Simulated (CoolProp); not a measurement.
100 sccm (0 °C, 1 atm) of nitrogen bubbles through liquid octamethyltrisiloxane (MDM) at 332 K and leaves saturated at a total pressure of 0.0972 MPa (ideal gas phase). Each further row changes one setting.

Computed with CoolProp (reference Helmholtz-energy equation of state, Thol 2017).

```
case                      vapour pressure (kPa)  mole fraction of vapour  delivery (mg/min)  delivery (sccm)  change of delivery for a bath 1 K warmer (%)
------------------------  ---------------------  -----------------------  -----------------  ---------------  --------------------------------------------
as stated                                  3.45                   0.0355                [?]              [?]                                           5.3
bath temperature 337 K                      [?]                   0.0452                [?]              [?]                                           [?]
total pressure 0.194 MPa                   3.45                   0.0178               19.1             1.81                                           5.2
```

Question: What belongs in the gaps?

Answer: 
- as stated, delivery (mg/min): 38.8
- as stated, delivery (sccm): 3.68
- bath temperature 337 K, vapour pressure (kPa): 4.40
- bath temperature 337 K, delivery (mg/min): 50.0
- bath temperature 337 K, delivery (sccm): 4.74
- bath temperature 337 K, change of delivery for a bath 1 K warmer (%): 5.1
